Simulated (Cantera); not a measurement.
A perfectly stirred reactor is fed with CH4 : N2 = 1 : 43 (molar parts), at 0.987 atm; it is held at 1875 K, and followed from long to short residence time.

Computed with Cantera and GRI-Mech 3.0 (53 species, 325 reactions). GRI-Mech 3.0 stops at C3 and has no aromatics, soot or wall deposition, so with more carbon than oxygen in the feed, carbon stays in small species such as C2H2 where larger ones or solid carbon would form.

**Question.** What does this change do: temperature 1875 to 1575 K?

**Answer.** 
| quantity | before | after |
|---|---|---|
| x(CH4) at τ = 19.0 s | 0.000123 | 0.00196 |
| x(H) at τ = 19.0 s | 0.000119 | 6.91e-6 |
| x(HCN) at τ = 19.0 s | 0.00105 | 1.04e-6 |
| x(C2H2) at τ = 19.0 s | 0.0105 | 0.0101 |
| x(C2H4) at τ = 19.0 s | 4.98e-6 | 4.54e-5 |
| x(CH4) at τ = 46.0 ms | 0.00263 | 0.0181 |
| x(H) at τ = 46.0 ms | 9.98e-5 | 1.87e-6 |
| x(HCN) at τ = 46.0 ms | 4.02e-5 | 1.20e-8 |
| x(C2H2) at τ = 46.0 ms | 0.00968 | 0.00179 |
| x(C2H4) at τ = 46.0 ms | 3.46e-5 | 0.000395 |
